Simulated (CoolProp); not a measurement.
The fluid at 293.15 K and 0.563 MPa is throttled through a valve to 0.0386 MPa with no heat exchange. The same conditions are run with several fluids, on thermodynamics alone (safety and materials aside).

Values from CoolProp's reference Helmholtz-energy equation of state of each fluid (R22: Kamei 1995; hydrogen sulfide: Lemmon 2006; carbon dioxide: Span 1996; ethylene: Smukala 2000; R143a: Lemmon and Jacobsen 2000).

```json
[
 {"fluid": "R22", "temperature change (K)": "-13.2", "final density (kg/m³)": "1.44"},
 {"fluid": "hydrogen sulfide", "temperature change (K)": "-9.8", "final density (kg/m³)": "(withheld)"},
 {"fluid": "carbon dioxide", "temperature change (K)": "-6.2", "final density (kg/m³)": "0.713"},
 {"fluid": "ethylene", "temperature change (K)": "-5.7", "final density (kg/m³)": "(withheld)"},
 {"fluid": "R143a", "temperature change (K)": "(withheld)", "final density (kg/m³)": "(withheld)"}
]
```

**Question.** Complete the blanks.

**Answer.** 
- hydrogen sulfide, final density (kg/m³): 0.560
- ethylene, final density (kg/m³): 0.454
- R143a, temperature change (K): -11.4
- R143a, final density (kg/m³): 1.40
